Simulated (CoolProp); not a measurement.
Vapour-liquid equilibrium of ethylbenzene (1) + n-nonane (2) at 460 K; x and y are mole fractions of (1).

Computed with CoolProp (multi-fluid Helmholtz-energy mixture model, Zhou 2012 and Lemmon 2006; pair parameters Bell 2016).

Task: Give the bubble pressure and the first vapour's composition at x = 0.35, 0.575, 0.8. Is there an azeotrope?

Result: x = 0.35: 0.2841 MPa, y = 0.431; x = 0.575: 0.3062 MPa, y = 0.641; x = 0.8: 0.3229 MPa, y = 0.829. No azeotrope shows between x = 0.05 and 0.95.

Pair parameters are fitted to limited data, so mixtures are less certain than the pure fluids.
